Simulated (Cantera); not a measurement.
Input: 1 mol Si, 0.78 mol H2, 0.48 mol CO2, equilibrated at 4.50 bar.

Equilibrium computed with Cantera from the NASA thermochemical tables; the gas is ideal and each condensed phase is pure. Candidate condensed phases: C, C6H6, C7H8, C8H18, H2O, Si, SiC, SiO2; 123 gas species. Each liquid is taken as pure. Mutual solubility and eutectic melting of coexisting phases are not modelled. The tables hold silica as quartz up to 1696 K and as liquid above; real silica turns to tridymite and cristobalite and melts near 1996 K. Gases not in the tables: Si2H6 and higher silanes. The numbers say what is thermodynamically allowed, not how fast it happens.

x: gas mole fraction; n: condensed amount in mol.

```csv
T (K),x H2,x SiO,x CH4,x CO,x H,n Si(s),n SiC(s),n SiO2(α-quartz),n SiO2(β-quartz),n Si(l),n SiO2(condensed)
698,1.000,<1e-12,0.000346,<1e-12,<1e-12,0.0403,0.480,0.480,0,0,0
798,1.000,<1e-12,0.000263,<1e-12,1.26e-12,0.0402,0.480,0.480,0,0,0
898,1.000,<1e-12,___,<1e-12,___,0.0402,0.480,0,0.480,0,0
998,1.000,1.06e-10,0.000168,<1e-12,1.01e-9,0.0401,0.480,0,0.480,0,0
1098,1.000,4.78e-9,0.000140,1.80e-11,1.17e-8,0.0401,0.480,0,0.480,0,0
1198,1.000,1.12e-7,0.000120,7.82e-10,8.96e-8,0.0401,0.480,0,0.480,0,0
1298,1.000,1.61e-6,0.000105,1.88e-8,5.05e-7,0.0401,0.480,0,0.480,0,0
1398,1.000,1.56e-5,9.34e-5,2.85e-7,2.23e-6,0.0401,0.480,0,0.480,0,0
1498,1.000,___,___,___,___,0.0400,0.480,0,0.480,0,0
1598,0.999,0.000613,7.72e-5,2.32e-5,2.51e-5,0.0398,0.480,0,0.480,0,0
1698,0.997,0.00272,7.25e-5,0.000144,6.81e-5,0,0.480,0,0,0.0392,0.479
```

### Question
What belongs in the gaps?

### Answer

- 898, x CH4: 0.000207
- 898, x H: 5.16e-11
- 1498, x SiO: 0.000111
- 1498, x CH4: 8.44e-5
- 1498, x CO: 2.99e-6
- 1498, x H: 8.10e-6
